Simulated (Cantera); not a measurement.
Charge: 1 mol Cu, 1.5 mol NH₃, 32 mol N₂, held at 1000 °C and 33.0 mbar.

Equilibrium computed with Cantera from the NASA thermochemical tables; the gas is ideal and each condensed phase is pure. Equilibrium is a limit: real reactors are often held back by kinetics, nucleation or transport.

```
species      before     after
----------  -------  --------
N₂            0.936     0.915
H₂           0.0643    0.0626
Cu          2.50e-6    0.0218
Cu₂           <1e-9   4.65e-5
H           9.95e-7  0.000606
Cu(s), mol    1.000         0
Cu(l), mol        0     0.216
```
Gas species are given as mole fractions.

Q: Which change was made?
A. temperature from 1000 °C to 1552 °C
B. NH₃ from 1.5 to 4 mol
C. NH₃ from 1.5 to 4.4 mol
D. NH₃ from 1.5 to 2.3 mol

A: A, temperature from 1000 °C to 1552 °C
